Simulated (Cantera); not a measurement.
Thermodynamics of chlorosilane synthesis and conversion, feed Si + HCl + H2

Charge: 1 mol Si, 0.82 mol HCl, 8.4 mol H2, equilibrated at 1698 K.

Method: chemical equilibrium by Gibbs-energy minimisation in Cantera with the NASA 1993 tables (ideal gas, pure condensed phases). Candidate condensed phases: Si; 19 gas species. The tables' values for SiCl3, SiCl are old estimates; treat these amounts as uncertain. Gases not in the tables: Si2H6 and higher silanes. The numbers say what is thermodynamically allowed, not how fast it happens.

From 0.100 bar to 30.0 bar the condensed part is Si(l). The main Si-bearing gas is SiCl2 throughout.

```
P (Pa)   log p H2  log p HCl  log p SiCl2  log p SiHCl3  log p SiH2Cl2  log p SiCl3  n Si(l)
-------  --------  ---------  -----------  ------------  -------------  -----------  -------
10000       -1.03      -2.22        -2.85         -5.67          -5.96        -4.65    0.868
20000       -0.73      -1.92        -2.56         -5.08          -5.36        -4.20    0.868
42000       -0.41      -1.60        -2.24         -4.44          -4.72        -3.72    0.867
85000       -0.10      -1.30        -1.94         -3.84          -4.12        -3.28    0.866
170000       0.20      -1.00        -1.65         -3.25          -3.53        -2.84    0.865
350000       0.51      -0.70        -1.36         -2.65          -2.92        -2.40    0.862
720000       0.83      -0.40        -1.07         -2.08          -2.32        -1.98    0.858
1500000      1.15      -0.11        -0.81         -1.51          -1.73        -1.58    0.850
3000000      1.45       0.16        -0.57         -1.01          -1.20        -1.23    0.840
```
log p: log10 of the partial pressure in bar; n: condensed amount in mol.
